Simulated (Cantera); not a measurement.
Input (Python, Cantera) and output of one run.

```python
import numpy as np
import cantera as ct

gas_names = """
    CL CL2 H HCL H2 N NH NH2 NH3 N2 N2H2 N2H4 Si SiCL SiCL2 SiCL3 SiCL4 SiH SiHCL3 SiH2 SiH2CL2 SiH3
    SiH3CL SiH4 SiN Si2 Si2N Si3
""".split()
cond_names = """
    NH4CL(a) NH4CL(b) Si(cr) Si(L) Si3N4(a)
""".split()


# ... load() reads the species with a 1 bar reference pressure and builds the phases ...
atoms = {
    'SiCl4': {'Si': 1, 'CL': 4},
    'NH3': {'N': 1, 'H': 3},
    'H2': {'H': 2},
}
top_T = {'Si3N4(a)': 2400}  # K; cautious upper limits of use, not melting points


# ... equilibrate(T, P, feed) seeds the gas with the atoms and calls Mixture.equilibrate('TP', solver="vcs", rtol=1e-11, max_steps=5000) ...
results = []
feed = {'SiCl4': 1, 'NH3': 7, 'H2': 24}  # mol
P = 3300  # Pa
for T in [1198, 1248, 1298, 1348, 1398, 1448, 1498, 1548, 1598, 1648, 1698, 1748]:
    mix = equilibrate(T, P, feed)
    results.append((T, P, feed, dict(zip(mix.species_names, mix.species_moles))))
    x = sorted(zip(gas.X, gas.species_names), reverse=True)
    print(f"T = {T:g} K  P = {P:g} Pa  gas = {mix.phase_moles(0):.4g} mol")
    print("   x: " + "  ".join(f"{s} {v:.3e}" for v, s in x if v > 1e-06))
    print("   condensed (mol): " + ("  ".join(f"{mix.phase(i).name} {mix.phase_moles(i):.4g}"
          for i in range(1, mix.n_phases) if mix.phase_moles(i) > 1e-12) or "none"))
```

Result:

```
T = 1198 K  P = 3300 Pa  gas = 39.33 mol
   x: H2 8.264e-01  HCL 1.014e-01  N2 7.209e-02  SiCL4 4.512e-05  SiCL2 1.472e-05  SiHCL3 9.890e-06  SiCL3 8.666e-06  NH3 1.284e-06
   condensed (mol): Si3N4(a) 0.3323
T = 1248 K  P = 3300 Pa  gas = 39.33 mol
   x: H2 8.264e-01  HCL 1.014e-01  N2 7.211e-02  SiCL2 4.242e-05  SiCL4 3.958e-05  SiCL3 1.526e-05  SiHCL3 1.136e-05  H 2.337e-06  NH3 1.025e-06
   condensed (mol): Si3N4(a) 0.3319
T = 1298 K  P = 3300 Pa  gas = 39.34 mol
   x: H2 8.264e-01  HCL 1.012e-01  N2 7.215e-02  SiCL2 1.121e-04  SiCL4 3.494e-05  SiCL3 2.560e-05  SiHCL3 1.288e-05  H 5.362e-06
   condensed (mol): Si3N4(a) 0.3309
T = 1348 K  P = 3300 Pa  gas = 39.34 mol
   x: H2 8.265e-01  HCL 1.008e-01  N2 7.226e-02  SiCL2 2.738e-04  SiCL3 4.101e-05  SiCL4 3.084e-05  SiHCL3 1.435e-05  H 1.158e-05  CL 1.177e-06
   condensed (mol): Si3N4(a) 0.3286
T = 1398 K  P = 3300 Pa  gas = 39.35 mol
   x: H2 8.267e-01  HCL 1.001e-01  N2 7.249e-02  SiCL2 6.200e-04  SiCL3 6.257e-05  SiCL4 2.698e-05  H 2.368e-05  SiHCL3 1.565e-05  CL 2.362e-06  SiH2CL2 1.363e-06
   condensed (mol): Si3N4(a) 0.3238
T = 1448 K  P = 3300 Pa  gas = 39.37 mol
   x: H2 8.270e-01  HCL 9.858e-02  N2 7.292e-02  SiCL2 1.301e-03  SiCL3 9.029e-05  H 4.614e-05  SiCL4 2.303e-05  SiHCL3 1.653e-05  CL 4.482e-06  SiH2CL2 1.834e-06
   condensed (mol): Si3N4(a) 0.3145
T = 1498 K  P = 3300 Pa  gas = 39.4 mol
   x: H2 8.276e-01  HCL 9.598e-02  N2 7.369e-02  SiCL2 2.518e-03  SiCL3 1.218e-04  H 8.605e-05  SiCL4 1.880e-05  SiHCL3 1.667e-05  CL 8.048e-06  SiH2CL2 2.349e-06
   condensed (mol): Si3N4(a) 0.2982
T = 1548 K  P = 3300 Pa  gas = 39.45 mol
   x: H2 8.284e-01  HCL 9.187e-02  N2 7.492e-02  SiCL2 4.469e-03  H 1.543e-04  SiCL3 1.513e-04  SiHCL3 1.581e-05  SiCL4 1.435e-05  CL 1.366e-05  SiH2CL2 2.837e-06  SiCL 1.143e-06
   condensed (mol): Si3N4(a) 0.2721
T = 1598 K  P = 3300 Pa  gas = 39.53 mol
   x: H2 8.296e-01  HCL 8.608e-02  N2 7.664e-02  SiCL2 7.240e-03  H 2.669e-04  SiCL3 1.716e-04  CL 2.191e-05  SiHCL3 1.391e-05  SiCL4 1.006e-05  SiCL 3.818e-06  SiH2CL2 3.211e-06
   condensed (mol): Si3N4(a) 0.2352
T = 1648 K  P = 3300 Pa  gas = 39.63 mol
   x: H2 8.309e-01  HCL 7.884e-02  N2 7.880e-02  SiCL2 1.073e-02  H 4.469e-04  SiCL3 1.771e-04  CL 3.325e-05  SiCL 1.147e-05  SiHCL3 1.133e-05  SiCL4 6.443e-06  SiH2CL2 3.402e-06  Si 3.153e-06  SiH2 2.845e-06
   condensed (mol): Si3N4(a) 0.1887
T = 1698 K  P = 3300 Pa  gas = 39.74 mol
   x: H2 8.324e-01  N2 8.123e-02  HCL 7.068e-02  SiCL2 1.467e-02  H 7.262e-04  SiCL3 1.678e-04  CL 4.796e-05  SiCL 3.130e-05  Si 1.353e-05  SiHCL3 8.604e-06  SiH2 7.907e-06  SiCL4 3.797e-06  SiH 3.494e-06  SiH2CL2 3.397e-06
   condensed (mol): Si3N4(a) 0.1358
T = 1748 K  P = 3300 Pa  gas = 40.02 mol
   x: H2 8.288e-01  N2 8.744e-02  HCL 6.518e-02  SiCL2 1.708e-02  H 1.145e-03  SiCL3 1.420e-04  CL 6.948e-05  SiCL 6.822e-05  Si 4.410e-05  SiH2 1.701e-05  SiH 9.708e-06  SiHCL3 5.887e-06  SiH2CL2 2.927e-06  SiCL4 2.105e-06  Si2N 2.096e-06  SiN 1.229e-06
   condensed (mol): Si(L) 0.3044
```

These are equilibrium values from Cantera (NASA tables, ideal gas, pure condensed phases), not measurements of a reactor. The tables' values for SiCl3, SiCl are old estimates; treat these amounts as uncertain. Gases not in the tables: Si2H6 and higher silanes.
